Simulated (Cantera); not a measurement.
A closed system holds: 1 mol CH₃SiCl₃, 0.58 mol HCl, 830 mol H₂, held at 1000 K and 13.3 mbar.

Cantera equilibrium calculation (NASA polynomials, part measured and part estimated; ideal gas, pure solids and liquids). Candidate condensed phases: C, C₆H₆, C₇H₈, C₈H₁₈, Si, SiC; 109 gas species. The feed counts by its element totals alone. Rates play no part.

Base state: H₂ 0.996, HCl 0.00428 (mole fractions); condensed: SiC(s).

**Question.** What changes in the equilibrium state with this change: temperature from 1000 K to 2350 K?

**Answer.** 
| species | before | after |
|---|---|---|
| H₂ | 0.996 | 0.892 |
| H | 1.96e-8 | 0.102 |
| HCl | 0.00428 | 0.00376 |
| Si | <1e-9 | 0.00107 |
| C₂H₂ (acetylene) | <1e-9 | 0.000543 |
| Cl | <1e-9 | 0.000308 |
| SiH | <1e-9 | 3.91e-5 |
| SiC₂ | <1e-9 | 1.92e-5 |
| SiC(s), mol | 0.994 | 0 |

**Question.** What changes in the equilibrium state with this change: temperature from 1000 K to 1925 K?

**Answer.** 
```tsv
species	before	after
H₂	0.996	0.987
H	1.96e-8	0.00823
HCl	0.00428	0.00424
Si	<1e-9	0.000130
C₂H₂ (acetylene)	<1e-9	7.74e-5
Cl	<1e-9	2.66e-5
SiH	<1e-9	1.21e-5
SiC(s), mol	0.994	0.864
```
